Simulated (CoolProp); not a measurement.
A closed Brayton cycle with nitrogen: compressor inlet 309.15 K and 5 MPa, high pressure 15.1 MPa, turbine inlet 925 K, compressor efficiency 0.8, turbine efficiency 0.85, recuperator effectiveness 0.9 (on enthalpy, no pinch check). Each further row changes one setting.

Model: reference Helmholtz-energy equation of state, Span 2000, in CoolProp.

| case | thermal efficiency (%) | net work (kJ/kg) | compressor to turbine work | compressor exit (K) | turbine exit (K) |
|---|---|---|---|---|---|
| as stated | 29.4 | 78.0 | 0.66 | 454.0 | 726.6 |
| turbine inlet 875 K | 26.3 | 65.4 | 0.70 | 454.0 | 685.6 |
| compressor inlet 319.15 K | 27.6 | 72.7 | 0.69 | 468.6 | 726.6 |
| high pressure 12.8 MPa | 30.7 | 73.8 | 0.63 | 429.3 | 753.2 |
| recuperator effectiveness 0.5 | 20.3 | 78.0 | 0.66 | 454.0 | 726.6 |
